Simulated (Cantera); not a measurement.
A closed system holds: 1 mol Si2H6, 0.11 mol O3, a varied amount of N2, 0.21 mol H2O, at 61.0 Pa.

Cantera equilibrium calculation (NASA polynomials, part measured and part estimated; ideal gas, pure solids and liquids). Candidate condensed phases: H2O, Si, SiO2, Si2N2O, Si3N4; 35 gas species. The feed counts by its element totals alone. N2 is the only nitrogen source here; it is nearly inert below about 1500 K, so the nitride shown seldom forms there in practice. Mutual solubility and eutectic melting of coexisting phases are not modelled. The numbers say what is thermodynamically allowed, not how fast it happens.

Q: What condenses at these points (T in K, n(N2) in mol): (1925, 45); (1625, 2.2); (1475, 23); (1525, 4.4); (1575, 2.2); (1825, 2.2); (1725, 17); (1625, 45)?

A: 
```json
[
 {"T (K)": "1925", "n(N2) in mol": "45", "condensed phases": "gas only", "Si condensed (%)": "0.0"},
 {"T (K)": "1625", "n(N2) in mol": "2.2", "condensed phases": "Si + Si2N2O", "Si condensed (%)": "86.7"},
 {"T (K)": "1475", "n(N2) in mol": "23", "condensed phases": "Si2N2O + Si3N4", "Si condensed (%)": "99.6"},
 {"T (K)": "1525", "n(N2) in mol": "4.4", "condensed phases": "Si2N2O + Si3N4", "Si condensed (%)": "99.5"},
 {"T (K)": "1575", "n(N2) in mol": "2.2", "condensed phases": "Si + Si2N2O + Si3N4", "Si condensed (%)": "98.1"},
 {"T (K)": "1825", "n(N2) in mol": "2.2", "condensed phases": "Si", "Si condensed (%)": "70.6"},
 {"T (K)": "1725", "n(N2) in mol": "17", "condensed phases": "Si", "Si condensed (%)": "71.1"},
 {"T (K)": "1625", "n(N2) in mol": "45", "condensed phases": "Si3N4", "Si condensed (%)": "72.4"}
]
```
